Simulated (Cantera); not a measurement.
A freely propagating, adiabatic, planar premixed flame of CO : H2 : O2 : N2 = 1 : 0.92 : 0.873 : 3.28 (molar parts), equivalence ratio 1.1, unburnt at 450 K and 3750 Torr; mixture-averaged transport, grid criteria slope 0.08 and curve 0.16, no radiation.

Cantera simulation using GRI-Mech 3.0 (53 species, 325 reactions); the numbers are that mechanism's predictions, not measurements. The hydrogen kinetics of GRI-Mech 3.0 are dated; newer H2 mechanisms differ, most at raised pressure. Burning velocities carry a grid error of a few per cent, more on coarse grids.

x: mole fraction of selected species; z is measured from the peak of heat release.

```
z (mm)   T (K)  u (m/s)    x CO     x H2    x O2     x NO     x HO2    x H2O2
-------  -----  -------  ------  -------  ------  -------  --------  --------
-0.216     450     1.90   0.165    0.151   0.144    <1e-8     <1e-8     <1e-8
-0.144     450     1.90   0.165    0.151   0.144    <1e-8   2.20e-8     <1e-8
-0.108     450     1.90   0.165    0.150   0.144    <1e-8   2.49e-7   5.99e-8
-0.0719    453     1.90   0.166    0.145   0.145    <1e-8   3.46e-6   8.35e-7
-0.0360      …     2.09   0.169    0.122   0.147  1.80e-8  0.000210   3.97e-5
-0.0180      …     3.27   0.166   0.0885   0.137  3.88e-7  0.000774  0.000128
0            …     5.16   0.149   0.0483   0.102  2.50e-6  0.000308   3.09e-5
0.0180       …     6.41   0.123   0.0225  0.0638  7.68e-6  0.000131   3.92e-6
0.0360       …     7.08   0.101   0.0150  0.0441  1.41e-5   6.85e-5   2.02e-6
0.0719    2047     7.72  0.0770   0.0135  0.0300  2.50e-5   3.25e-5   1.06e-6
0.144     2219     8.26  0.0622   0.0121  0.0217  4.03e-5   1.57e-5   6.35e-7
0.288     2351     8.67  0.0531  0.00982  0.0159  6.27e-5   7.90e-6   4.26e-7
0.576     2442     8.95  0.0456  0.00797  0.0115  9.82e-5   4.45e-6   3.15e-7
```

Task: Some entries are withheld; supply them.

Result: 
- -0.0360, T (K): 511
- -0.0180, T (K): 818
- 0, T (K): 1314
- 0.0180, T (K): 1655
- 0.0360, T (K): 1848
